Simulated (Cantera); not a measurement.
CuO + CH4 + N2 (carbothermic reduction)

Input: 1 mol CuO, 0.39 mol CH4, 2.3 mol N2, equilibrated at 24.0 Pa.

Cantera equilibrium calculation (NASA polynomials, part measured and part estimated; ideal gas, pure solids and liquids). Candidate condensed phases: C, C6H6, C7H8, C8H18, Cu, CuO, Cu(OH)2, Cu2O, H2O; 139 gas species. Equilibrium is a limit: real reactors are often held back by kinetics, nucleation or transport.

From 1623 K to 2523 K nothing is condensed. The main Cu-bearing gas is Cu throughout.

```csv
T (K),x N2,x H,x Cu,x H2O,x O,x CO,x H2,x CO2,x OH,x O2
1623,0.514,0.00116,0.223,0.107,1.09e-6,0.0576,0.0671,0.0296,7.70e-5,7.92e-7
1698,0.514,0.00239,0.223,0.108,5.91e-6,0.0587,0.0653,0.0284,0.000202,4.38e-6
1773,0.513,0.00462,0.223,0.108,2.78e-5,0.0596,0.0634,0.0274,0.000489,2.11e-5
1848,0.512,0.00846,0.223,0.108,0.000116,0.0603,0.0611,0.0265,0.00110,9.00e-5
1923,0.510,0.0147,0.222,0.106,0.000431,0.0608,0.0584,0.0256,0.00229,0.000340
1998,0.505,0.0245,0.220,0.101,0.00142,0.0614,0.0558,0.0244,0.00442,0.00111
2073,0.498,0.0394,0.217,0.0918,0.00402,0.0625,0.0538,0.0220,0.00764,0.00293
2148,0.487,0.0616,0.212,0.0764,0.00959,0.0643,0.0523,0.0184,0.0116,0.00593
2223,0.471,0.0924,0.205,0.0563,0.0193,0.0661,0.0499,0.0139,0.0151,0.00917
2298,0.452,0.131,0.197,0.0355,0.0334,0.0673,0.0446,0.00957,0.0167,0.0111
2373,0.433,0.170,0.189,0.0185,0.0503,0.0677,0.0357,0.00601,0.0157,0.0108
2448,0.417,0.205,0.182,0.00795,0.0668,0.0676,0.0254,0.00349,0.0125,0.00862
2523,0.407,0.230,0.177,0.00292,0.0801,0.0673,0.0164,0.00192,0.00872,0.00586
```
x: gas mole fraction; nothing condenses.
